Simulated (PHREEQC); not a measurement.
## Spent oxide etchant: an equilibrium model

Consider water at 25 °C with 0.065 mol NH4HF2, 0.075 mol H2SiF6, 0.06 mol HBF4 and 0.0007 mol H2SO4 per kg of water. Closed to the air; pH follows from the charge balance.

Computed with PHREEQC (ion-association model, phreeqc.dat).

Precipitation was switched off in this run.

**Question.** Predict the pH.

**Answer.** pH 0.94.

**Question.** In which forms is S present?

**Answer.** HSO4- 77 %, SO4-2 20 %, NH4SO4- 3.7 % of the S.

Complexes and solids missing from the database can't appear. SiF6-2 is the database's only silicon fluoride. Real BF4- forms and hydrolyses slowly; the run takes it at equilibrium.
